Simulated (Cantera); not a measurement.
An isothermal, constant-pressure homogeneous reactor starts with N2O : H2O = 1 : 0.0069 (molar parts), at 1398 K and 0.0133 bar. Integrator tolerance rtol = 1e-08.

Model: GRI-Mech 3.0 (53 species, 325 reactions), integrated in Cantera. GRI-Mech 3.0 was tuned for natural gas; its chemistry of N2O as a main component is partial and can be far from experiment. Radical loss at walls, strong at low pressure, is not modelled. The mechanism lacks the step 2 NO + O2 → 2 NO2, which can matter for NO2 below about 1400 K. The temperature is held fixed by assumption; the heat of reaction is taken as removed at once.

Task: What does this change do: pressure from 0.0133 bar to 0.480 bar?

Result: 
```
quantity                                              before                                      after
-----------------  -----------------------------------------  -----------------------------------------
x(N2O) at 1.00 s       0.735 (gas-phase equilibrium 5.58e-9)    0.00396 (gas-phase equilibrium 3.35e-8)
x(H2O) at 1.00 s     0.00623 (gas-phase equilibrium 0.00457)    0.00458 (gas-phase equilibrium 0.00457)
x(H2) at 1.00 s      8.77e-8 (gas-phase equilibrium 3.03e-8)    1.03e-8 (gas-phase equilibrium 5.06e-9)
x(O) at 1.00 s       2.39e-5 (gas-phase equilibrium 4.60e-6)    1.56e-6 (gas-phase equilibrium 7.67e-7)
x(H) at 1.00 s       3.52e-8 (gas-phase equilibrium 7.18e-9)   1.40e-9 (gas-phase equilibrium 4.89e-10)
x(H2O2) at 1.00 s  7.83e-10 (gas-phase equilibrium 3.35e-11)  3.90e-10 (gas-phase equilibrium 2.01e-10)
x(NO) at 1.00 s      0.0313 (gas-phase equilibrium 0.000830)     0.103 (gas-phase equilibrium 0.000830)
```
